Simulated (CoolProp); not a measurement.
Model: reference Helmholtz-energy equation of state, Beckmüller 2019, in CoolProp.

Problem. Give the vapour pressure (bar), liquid density (kg/m³), vapour density (kg/m³), vapour viscosity (µPa s) of saturated n-octane at 338.7, 348.9 K.

Solution. 
```csv
T (K),p (bar),liquid density (kg/m³),vapour density (kg/m³),vapour viscosity (µPa s)
338.7,0.133,665,0.545,6.46
348.9,0.199,656,0.797,6.65
```

Viscosity comes from a separate model (Huber 2004).
